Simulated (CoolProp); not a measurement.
Dodecamethylpentasiloxane (MD3M) at several states: fugacity coefficient from the reference equation and from simpler models built on Tc = 354.9 °C, pc = 0.9540 MPa, ω = 0.730; each cubic takes its own stable root.

Values from CoolProp's reference Helmholtz-energy equation of state, Thol 2019.

```csv
T (°C),p (MPa),phase,reference
26.65,0.66,liquid,1.294e-5
-52.95,1.61,liquid,1.409e-10
12.35,0.0961,liquid,2.006e-5
```

### Question
How far does each simpler model (Redlich-Kwong, Soave-Redlich-Kwong) lie from the reference over these 3 states: mean and median of the absolute difference, and the worst?

### Answer
- Redlich-Kwong: mean 712426.5 %, median 27407.5 %, worst +2095002.9 % at -52.95 °C and 1.61 MPa
- Soave-Redlich-Kwong: mean 87.2 %, median 35.3 %, worst +198.7 % at -52.95 °C and 1.61 MPa
